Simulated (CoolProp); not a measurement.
Octamethylcyclotetrasiloxane (D4) along the isotherm 346.85 °C: fugacity coefficient from the reference equation and from simpler models built on Tc = 313.4 °C, pc = 1.347 MPa, ω = 0.598; each cubic takes its own stable root.

Computed with CoolProp (reference Helmholtz-energy equation of state, Thol 2015).

| p (MPa) | phase | reference | van der Waals | Soave-Redlich-Kwong | Peng-Robinson |
|---|---|---|---|---|---|
| 0.168 | gas | 0.9649 | 0.9678 | 0.9664 | 0.9620 |
| 0.337 | gas | 0.9300 | 0.9355 | 0.9331 | 0.9247 |
| 0.505 | gas | 0.8958 | 0.9036 | 0.9005 | 0.8885 |
| 0.674 | gas | 0.8618 | 0.8715 | 0.8681 | 0.8530 |
| 0.842 | gas | 0.8285 | 0.8395 | 0.8364 | 0.8184 |
| 1.01 | gas | 0.7955 | 0.8074 | 0.8050 | 0.7845 |
| 1.18 | gas | 0.7625 | 0.7745 | 0.7736 | 0.7509 |
| 1.35 | supercritical | 0.7298 | 0.7408 | 0.7423 | 0.7179 |
| 1.52 | supercritical | 0.6974 | 0.7055 | 0.7113 | 0.6855 |
| 1.68 | supercritical | 0.6669 | 0.6697 | 0.6822 | 0.6554 |
| 1.85 | supercritical | 0.6348 | 0.6318 | 0.6516 | 0.6242 |
| 2.02 | supercritical | 0.6033 | 0.5983 | 0.6220 | 0.5942 |
